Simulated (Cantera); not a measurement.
Moist CO burnout

An isothermal, constant-pressure homogeneous reactor starts with 0.366 % CO, 2.98 % O2, 0.433 % H2O, 96.2 % N2, at 900 K and 9.18 atm.

Detailed kinetics in Cantera: GRI-Mech 3.0 (53 species, 325 reactions).

```csv
t (s),x CO,x O2,x H2O,x HO2,x H2,x NO
0.000200,0.00366,0.0298,0.00433,1.41e-12,<1e-12,<1e-12
0.00102,0.00366,0.0298,0.00433,2.47e-11,<1e-12,<1e-12
0.00518,0.00366,0.0298,0.00433,1.95e-10,<1e-12,<1e-12
0.0264,0.00366,0.0298,0.00433,1.09e-9,<1e-12,<1e-12
0.134,0.00366,0.0298,0.00433,6.05e-9,9.94e-12,<1e-12
0.683,0.00365,0.0298,0.00433,4.12e-8,3.48e-10,<1e-12
3.47,0.00355,0.0298,0.00433,1.84e-7,1.89e-8,<1e-12
17.7,0.00282,0.0294,0.00433,1.87e-7,1.25e-7,<1e-12
90.0,0.00101,0.0285,0.00434,1.24e-7,9.28e-8,<1e-12
```
x: mole fraction; the columns are a selection and need not sum to one.

Equilibrium at this temperature and pressure: CO <1e-12, O2 0.0280, H2O 0.00434, HO2 1.27e-11, H2 <1e-12, NO 3.75e-6 (gas phase only).
